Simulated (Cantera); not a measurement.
# Equilibrium for aluminium nitride and oxide growth: Al(CH3)3 + N2 + H2

Charge: 1 mol Al(CH3)3, a varied amount of N2, 450 mol H2, held at 0.00280 bar.

Method: chemical equilibrium by Gibbs-energy minimisation in Cantera with the NASA 1993 tables (ideal gas, pure condensed phases). Candidate condensed phases: Al, AlN, C, C6H6, C7H8, C8H18; 97 gas species. The feed counts by its element totals alone. Equilibrium is a limit: real reactors are often held back by kinetics, nucleation or transport.

Question: Map the stable condensed phases over T = 1402, 1452, 1502, 1552, 1602, 1652, 1702, 1752, 1802, 1852, 1902 °C and n(N2) in mol = 0.87, 1.2, 1.8, 2.6, 3.7, 5.2, 7.5, 11, 15, 22, 31, 45, 64.

Answer: 
```
T in °C \ n(N2) in mol
         0.87  1.2  1.8  2.6  3.7  5.2  7.5   11   15   22   31   45   64
   1902     A    A    A    A    B    B    B    B    B    B    B    B    B
   1852     A    A    A    A    A    A    A    B    B    B    B    B    B
   1802     A    A    A    A    A    A    A    A    A    B    B    B    B
   1752     A    A    A    A    A    A    A    A    A    A    A    B    B
   1702     A    A    A    A    A    A    A    A    A    A    A    A    A
   1652     A    A    A    A    A    A    A    A    A    A    A    A    A
   1602     A    A    A    A    A    A    A    A    A    A    A    A    A
   1552     A    A    A    A    A    A    A    A    A    A    A    A    A
   1502     A    A    A    A    A    A    A    A    A    A    A    A    A
   1452     A    A    A    A    A    A    A    A    C    C    C    C    C
   1402     C    C    C    C    C    C    C    C    C    C    C    C    C
```
A: C; B: gas only; C: AlN + C.
